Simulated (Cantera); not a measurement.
## Thermodynamics of tantalum, niobium, vanadium and zirconium in process gases, feed V + H₂O + N₂

Feed: 1 mol V, 2.4 mol H₂O, 5.4 mol N₂, at 1.90 Pa.

These are equilibrium values from Cantera (NASA tables, ideal gas, pure condensed phases), not measurements of a reactor. Candidate condensed phases: H₂O, V, VN, VO, V₂O₃, V₂O₄, V₂O₅; 28 gas species. Condensed phases not in the tables: the oxides between V₂O₃ and V₂O₅ other than VO₂. Equilibrium is a limit: real reactors are often held back by kinetics, nucleation or transport.

| T (K) | x N₂ | x H | x H₂ | x H₂O | x VO₂ | x O | x OH | n V₂O₃(s) |
|---|---|---|---|---|---|---|---|---|
| 1148 | 0.692 | 7.21e-6 | 0.192 | 0.115 | 1.94e-9 | 1.03e-12 | 2.58e-8 | 0.500 |
| 1248 | 0.692 | 4.70e-5 | 0.192 | 0.115 | 1.12e-7 | 6.98e-11 | 2.88e-7 | 0.500 |
| 1348 | 0.692 | 0.000233 | 0.192 | 0.115 | 3.48e-6 | 2.55e-9 | 2.25e-6 | 0.500 |
| 1448 | 0.692 | 0.000926 | 0.192 | 0.115 | 6.62e-5 | 5.68e-8 | 1.32e-5 | 0.500 |
| 1548 | 0.691 | 0.00309 | 0.191 | 0.115 | 0.000850 | 8.50e-7 | 6.19e-5 | 0.497 |
| 1648 | 0.684 | 0.00889 | 0.189 | 0.110 | 0.00775 | 8.87e-6 | 0.000232 | 0.469 |
| 1748 | 0.651 | 0.0231 | 0.193 | 0.0840 | 0.0477 | 5.48e-5 | 0.000584 | 0.301 |
| 1848 | 0.597 | 0.0535 | 0.194 | 0.0443 | 0.109 | 0.000190 | 0.000900 | 0 |
| 1948 | 0.580 | 0.105 | 0.164 | 0.0407 | 0.106 | 0.00112 | 0.00236 | 0 |
| 2048 | 0.553 | 0.180 | 0.122 | 0.0312 | 0.100 | 0.00528 | 0.00498 | 0 |
| 2148 | 0.518 | 0.267 | 0.0782 | 0.0153 | 0.0928 | 0.0162 | 0.00672 | 0 |
x: gas mole fraction; n: condensed amount in mol.

From 1148 K to 1748 K the condensed part is V₂O₃(s). From 1848 K to 2148 K nothing is condensed.
